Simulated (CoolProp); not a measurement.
Vapour-liquid equilibrium of R1234yf (1) + R152A (2) at 0.00164 MPa; x and y are mole fractions of (1).

Values from CoolProp's multi-fluid Helmholtz-energy mixture model, Lemmon 2022 and Outcalt 1996; pair parameters Bell 2023.

| x | bubble temperature, mixture model (°C) | bubble temperature, Raoult's law (°C) | y, mixture model | y, Raoult's law |
|---|---|---|---|---|
| 0.05 | -90.0 | -89.5 | 0.111 | 0.077 |
| 0.125 | -90.8 | -90.0 | 0.237 | 0.184 |
| 0.2 | -91.5 | -90.4 | 0.334 | 0.284 |
| 0.275 | -92.0 | -90.9 | 0.414 | 0.376 |
| 0.35 | -92.4 | -91.3 | 0.483 | 0.461 |
| 0.425 | -92.8 | -91.7 | 0.545 | 0.541 |
| 0.5 | -93.0 | -92.1 | 0.604 | 0.615 |
| 0.575 | -93.3 | -92.4 | 0.662 | 0.684 |
| 0.65 | -93.5 | -92.8 | 0.719 | 0.748 |
| 0.725 | -93.7 | -93.2 | 0.777 | 0.809 |
| 0.8 | -93.9 | -93.5 | 0.837 | 0.865 |
| 0.875 | -94.1 | -93.8 | 0.898 | 0.918 |
| 0.95 | -94.3 | -94.1 | 0.959 | 0.968 |

The largest gap from Raoult's law is -1.1 K in bubble temperature, at x = 0.35. No azeotrope shows between x = 0.05 and 0.95.

The pair parameters rest on a limited set of measurements; away from them the model extrapolates.
